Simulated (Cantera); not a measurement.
Input: 1 mol (CH3)2SiCl2, 0.4 mol C3H8, 400 mol H2, held at 2275 K and 7.50 Torr.

Equilibrium computed with Cantera from the NASA thermochemical tables; the gas is ideal and each condensed phase is pure. Candidate condensed phases: C, C6H6, C7H8, C8H18, Si, SiC; 109 gas species. The feed counts by its element totals alone. Gases not in the tables: Si2H6 and higher silanes. The numbers say what is thermodynamically allowed, not how fast it happens.

Base state: H2 0.909, H 0.0809, HCl 0.00442, C2H2 (acetylene) 0.00346, Si 0.00196, Cl 0.000284, SiC2 0.000248, SiH 7.18e-5 (mole fractions); condensed: C(graphite).

**Question.** What changes in the equilibrium state with this change: temperature from 2275 K to 1898.15 K?

**Answer.** 
| species | before | after |
|---|---|---|
| H2 | 0.909 | 0.987 |
| H | 0.0809 | 0.00777 |
| HCl | 0.00442 | 0.00488 |
| C2H2 (acetylene) | 0.00346 | 0.000372 |
| Si | 0.00196 | 4.54e-5 |
| C2H | 1.31e-5 | 3.80e-8 |
| SiC2 | 0.000248 | 1.14e-6 |
| Si2C | 2.90e-5 | 7.89e-7 |
| SiH | 7.18e-5 | 3.93e-6 |
| C(graphite), mol | 0.0190 | 1.92 |
| SiC(s), mol | 0 | 0.977 |

**Question.** What changes in the equilibrium state with this change: temperature from 2275 K to 2125 K?

**Answer.** 
| species | before | after |
|---|---|---|
| H2 | 0.909 | 0.956 |
| H | 0.0809 | 0.0355 |
| HCl | 0.00442 | 0.00469 |
| C2H2 (acetylene) | 0.00346 | 0.00160 |
| Si | 0.00196 | 0.00147 |
| C2H | 1.31e-5 | 1.66e-6 |
| SiC2 | 0.000248 | 0.000105 |
| Si2C | 2.90e-5 | 6.60e-5 |
| Cl | 0.000284 | 0.000128 |
| SiH2 | 1.00e-5 | 1.68e-5 |
| C(graphite), mol | 0.0190 | 1.51 |
| SiC(s), mol | 0 | 0.248 |
The tables' values for SiCl are old estimates; treat these amounts as uncertain.
